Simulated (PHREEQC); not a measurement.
## Nickel, zinc or cadmium bath: an equilibrium model

A solution holds 0.0069 mol CdCl2 per kg of water, at 25 °C. Closed to the air; pH follows from the charge balance.

Computed with PHREEQC (ion-association model, phreeqc.dat).

This is a speciation only: nothing precipitates in the calculation.

What pH, ionic strength does the model give?

pH 5.98; ionic strength 0.0151 mol/kgw.

In which forms is Cd present?

Cd+2 60 %, CdCl+ 38 %, CdCl2 1.4 % of the Cd.

Species that the database lacks are ignored.
